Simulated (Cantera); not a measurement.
Feed: 1 mol CH₃SiCl₃, 0.17 mol C₂H₄, 4.9 mol H₂, equilibrated at 1330 Pa.

Cantera equilibrium calculation (NASA polynomials, part measured and part estimated; ideal gas, pure solids and liquids). Candidate condensed phases: C, C₆H₆, C₇H₈, C₈H₁₈, Si, SiC; 109 gas species. The feed counts by its element totals alone. Gases not in the tables: Si₂H₆ and higher silanes. Equilibrium is a limit: real reactors are often held back by kinetics, nucleation or transport.

Task: What share of the Si ends up in condensed phases as a function of T (K), at 1525, 1675, 1825, 1975, 2125, 2275, 2425, 2575?

Result: 
```tsv
T (K)	Si condensed (%)	as
1525	95.2	SiC(s)
1675	92.3	SiC(s)
1825	88.3	SiC(s)
1975	83.5	SiC(s)
2125	77.5	SiC(s)
2275	64.5	SiC(s)
2425	10.3	SiC(s)
2575	0.0	-
```
